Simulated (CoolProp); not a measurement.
Values from CoolProp's reference Helmholtz-energy equation of state, Thol 2016.

Question: For hexamethyldisiloxane (MM), give the phase and the Z, isothermal compressibility (1/MPa) at 471.7 K and 5610 kPa; 478.7 K and 5610 kPa.

Answer: 
- 471.7 K and 5610 kPa: liquid; Z 0.405, isothermal compressibility 0.0118
- 478.7 K and 5610 kPa: liquid; Z 0.406, isothermal compressibility 0.0131
